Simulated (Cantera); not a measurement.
Cantera run, input and output.

```python
import numpy as np
import cantera as ct

gas = ct.Solution("gri30.yaml")
gas.TPX = 1475, 100000, {'CO': 1, 'H2': 0.031, 'CH4': 0.51, 'O2': 1.71, 'N2': 6.48}
reactor = ct.IdealGasReactor(gas, energy="on", clone=False)
net = ct.ReactorNet([reactor])
net.rtol, net.atol = 1e-08, 1e-16
show = ['CO', 'H2', 'CH4', 'CH2', 'HCN']
times = np.geomspace(5e-06, 0.1, 15)

steps = ct.SolutionArray(gas, extra=["t"])
rows = []
print(f"{'t/s':>10s}{'T/K':>9s}{'P/Pa':>11s}" + "".join(f"{s:>11s}" for s in show))
for t in times:
    while net.time < t:
        t_next = net.step()
        steps.append(gas.state, t=t_next)
    rows.append([np.interp(t, steps.t, y) for y in (steps.T, steps.P, *steps(*show).X.T)])
    print(f"{t:10.3e}{rows[-1][0]:9.1f}{rows[-1][1]:11.4g}" + "".join(f"{x:11.3e}" for x in rows[-1][2:]))
rate = np.gradient(steps.T, steps.t)
print("integrator steps:", len(steps.t))
if steps.T.max() > steps.T[0] + 200:
    print(f"time of steepest temperature rise: {steps.t[rate.argmax()]:.4e} s")
gas.TPX = 1475, 100000, {'CO': 1, 'H2': 0.031, 'CH4': 0.51, 'O2': 1.71, 'N2': 6.48}
gas.equilibrate("UV")
print(f"equilibrium (UV): T = {gas.T:.1f} K  " + "  ".join(f"{s} {gas[s].X[0]:.3e}" for s in show))
```

It prints:

```
       t/s      T/K       P/Pa         CO         H2        CH4        CH2        HCN
 5.000e-06   1475.0      1e+05  1.028e-01  3.186e-03  5.241e-02  1.367e-13  2.055e-19
 1.014e-05   1475.0      1e+05  1.028e-01  3.186e-03  5.241e-02  4.226e-13  1.058e-18
 2.058e-05   1475.0      1e+05  1.028e-01  3.186e-03  5.241e-02  1.417e-12  5.236e-18
 4.175e-05   1475.0      1e+05  1.028e-01  3.186e-03  5.240e-02  5.599e-12  2.683e-17
 8.469e-05   1475.0      1e+05  1.028e-01  3.186e-03  5.239e-02  2.884e-11  1.591e-16
 1.718e-04   1475.2      1e+05  1.027e-01  3.187e-03  5.233e-02  2.356e-10  1.450e-15
 3.486e-04   1477.0  1.001e+05  1.027e-01  3.209e-03  5.192e-02  3.049e-09  4.242e-14
 7.071e-04   1506.0  1.021e+05  1.028e-01  4.074e-03  4.768e-02  6.943e-08  7.157e-12
 1.435e-03   2855.3  1.931e+05  6.325e-02  8.370e-03  1.183e-15  2.677e-14  1.307e-09
 2.910e-03   2848.2  1.925e+05  6.327e-02  8.423e-03  1.224e-15  2.589e-14  1.790e-09
 5.904e-03   2847.8  1.925e+05  6.327e-02  8.425e-03  1.227e-15  2.584e-14  1.815e-09
 1.198e-02   2847.8  1.925e+05  6.327e-02  8.425e-03  1.227e-15  2.584e-14  1.815e-09
 2.430e-02   2847.8  1.925e+05  6.327e-02  8.425e-03  1.227e-15  2.584e-14  1.815e-09
 4.929e-02   2847.8  1.925e+05  6.327e-02  8.425e-03  1.227e-15  2.584e-14  1.815e-09
 1.000e-01   2847.8  1.925e+05  6.327e-02  8.425e-03  1.227e-15  2.584e-14  1.815e-09
integrator steps: 1755
time of steepest temperature rise: 8.6007e-04 s
equilibrium (UV): T = 2847.8 K  CO 6.327e-02  H2 8.425e-03  CH4 1.689e-15  CH2 2.865e-14  HCN 1.815e-09
```

Computed with Cantera and GRI-Mech 3.0 (53 species, 325 reactions).
